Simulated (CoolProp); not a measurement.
A Linde-Hampson liquefier for nitrogen: isothermal reversible compression at 250 K from 1 atm to 40 MPa, throttling to 1 atm, return gas leaving the recuperator 0 K below the feed. Each further row changes one setting.

Computed with CoolProp (reference Helmholtz-energy equation of state, Span 2000).

```tsv
case	liquid yield per pass	compression work (kJ/kg of gas)
as stated	___	443
high pressure 80 MPa	___	___
warm-end temperature 280 K	0.114	___
warm-end gap 5 K	___	443
```

**Question.** Some entries are withheld; supply them.

**Answer.** 
- as stated, liquid yield per pass: 0.155
- high pressure 80 MPa, liquid yield per pass: 0.108
- high pressure 80 MPa, compression work (kJ/kg of gas): 521
- warm-end temperature 280 K, compression work (kJ/kg of gas): 503
- warm-end gap 5 K, liquid yield per pass: 0.143
